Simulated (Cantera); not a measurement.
What does this Cantera script print?

```python
import numpy as np
import cantera as ct

gas_names = """
    B BH BH2 BH3 BO BO2 B2 B2O B2O2 B2O3 B3O3H3 H HBO HBO2 HO2 H2 H2O H2O2 H3B3O6 O OH O2 O3
""".split()
cond_names = """
    B(b) B(L) B2O3(L) B3O3H3(cr) H2O(s) H2O(L)
""".split()


# ... load() reads the species with a 1 bar reference pressure and builds the phases ...
atoms = {
    'B2O3': {'B': 2, 'O': 3},
    'H2O': {'H': 2, 'O': 1},
}
top_T = {}  # K; cautious upper limits of use, not melting points


# ... equilibrate(T, P, feed) seeds the gas with the atoms and calls Mixture.equilibrate('TP', solver="vcs", rtol=1e-11, max_steps=5000) ...
results = []
P = 54  # Pa
for T in [1198, 1223, 1248, 1273, 1298, 1323, 1348, 1373, 1398, 1423, 1448, 1473, 1498]:
    for m in [2.3, 2.8, 3.3, 3.9, 4.6, 5.5, 6.6, 7.8, 9.2, 11, 13]:
        feed = {'B2O3': 1, 'H2O': m}  # mol
        mix = equilibrate(T, P, feed)
        results.append((T, P, feed, dict(zip(mix.species_names, mix.species_moles))))

for T, P, feed, n in results:
    print(f"{T:7g} {feed['H2O']:10.4g}  " + (" + ".join(c for c in cond_names if n.get(c, 0) > 1e-12) or "gas only"))
```

Output:

```
   1198        2.3  B2O3(L)
   1198        2.8  B2O3(L)
   1198        3.3  B2O3(L)
   1198        3.9  B2O3(L)
   1198        4.6  B2O3(L)
   1198        5.5  B2O3(L)
   1198        6.6  B2O3(L)
   1198        7.8  B2O3(L)
   1198        9.2  B2O3(L)
   1198         11  B2O3(L)
   1198         13  B2O3(L)
   1223        2.3  B2O3(L)
   1223        2.8  B2O3(L)
   1223        3.3  B2O3(L)
   1223        3.9  B2O3(L)
   1223        4.6  B2O3(L)
   1223        5.5  B2O3(L)
   1223        6.6  B2O3(L)
   1223        7.8  B2O3(L)
   1223        9.2  B2O3(L)
   1223         11  B2O3(L)
   1223         13  B2O3(L)
   1248        2.3  B2O3(L)
   1248        2.8  B2O3(L)
   1248        3.3  B2O3(L)
   1248        3.9  B2O3(L)
   1248        4.6  B2O3(L)
   1248        5.5  B2O3(L)
   1248        6.6  B2O3(L)
   1248        7.8  B2O3(L)
   1248        9.2  B2O3(L)
   1248         11  B2O3(L)
   1248         13  B2O3(L)
   1273        2.3  B2O3(L)
   1273        2.8  B2O3(L)
   1273        3.3  B2O3(L)
   1273        3.9  B2O3(L)
   1273        4.6  B2O3(L)
   1273        5.5  B2O3(L)
   1273        6.6  B2O3(L)
   1273        7.8  B2O3(L)
   1273        9.2  B2O3(L)
   1273         11  B2O3(L)
   1273         13  B2O3(L)
   1298        2.3  B2O3(L)
   1298        2.8  B2O3(L)
   1298        3.3  B2O3(L)
   1298        3.9  B2O3(L)
   1298        4.6  B2O3(L)
   1298        5.5  B2O3(L)
   1298        6.6  B2O3(L)
   1298        7.8  B2O3(L)
   1298        9.2  B2O3(L)
   1298         11  B2O3(L)
   1298         13  B2O3(L)
   1323        2.3  B2O3(L)
   1323        2.8  B2O3(L)
   1323        3.3  B2O3(L)
   1323        3.9  B2O3(L)
   1323        4.6  B2O3(L)
   1323        5.5  B2O3(L)
   1323        6.6  B2O3(L)
   1323        7.8  B2O3(L)
   1323        9.2  B2O3(L)
   1323         11  B2O3(L)
   1323         13  gas only
   1348        2.3  B2O3(L)
   1348        2.8  B2O3(L)
   1348        3.3  B2O3(L)
   1348        3.9  B2O3(L)
   1348        4.6  B2O3(L)
   1348        5.5  B2O3(L)
   1348        6.6  B2O3(L)
   1348        7.8  B2O3(L)
   1348        9.2  gas only
   1348         11  gas only
   1348         13  gas only
   1373        2.3  B2O3(L)
   1373        2.8  B2O3(L)
   1373        3.3  B2O3(L)
   1373        3.9  B2O3(L)
   1373        4.6  B2O3(L)
   1373        5.5  B2O3(L)
   1373        6.6  gas only
   1373        7.8  gas only
   1373        9.2  gas only
   1373         11  gas only
   1373         13  gas only
   1398        2.3  B2O3(L)
   1398        2.8  B2O3(L)
   1398        3.3  B2O3(L)
   1398        3.9  B2O3(L)
   1398        4.6  B2O3(L)
   1398        5.5  gas only
   1398        6.6  gas only
   1398        7.8  gas only
   1398        9.2  gas only
   1398         11  gas only
   1398         13  gas only
   1423        2.3  B2O3(L)
   1423        2.8  B2O3(L)
   1423        3.3  B2O3(L)
   1423        3.9  B2O3(L)
   1423        4.6  gas only
   1423        5.5  gas only
   1423        6.6  gas only
   1423        7.8  gas only
   1423        9.2  gas only
   1423         11  gas only
   1423         13  gas only
   1448        2.3  B2O3(L)
   1448        2.8  B2O3(L)
   1448        3.3  gas only
   1448        3.9  gas only
   1448        4.6  gas only
   1448        5.5  gas only
   1448        6.6  gas only
   1448        7.8  gas only
   1448        9.2  gas only
   1448         11  gas only
   1448         13  gas only
   1473        2.3  B2O3(L)
   1473        2.8  gas only
   1473        3.3  gas only
   1473        3.9  gas only
   1473        4.6  gas only
   1473        5.5  gas only
   1473        6.6  gas only
   1473        7.8  gas only
   1473        9.2  gas only
   1473         11  gas only
   1473         13  gas only
   1498        2.3  gas only
   1498        2.8  gas only
   1498        3.3  gas only
   1498        3.9  gas only
   1498        4.6  gas only
   1498        5.5  gas only
   1498        6.6  gas only
   1498        7.8  gas only
   1498        9.2  gas only
   1498         11  gas only
   1498         13  gas only
```

Cantera equilibrium calculation (NASA polynomials, part measured and part estimated; ideal gas, pure solids and liquids).
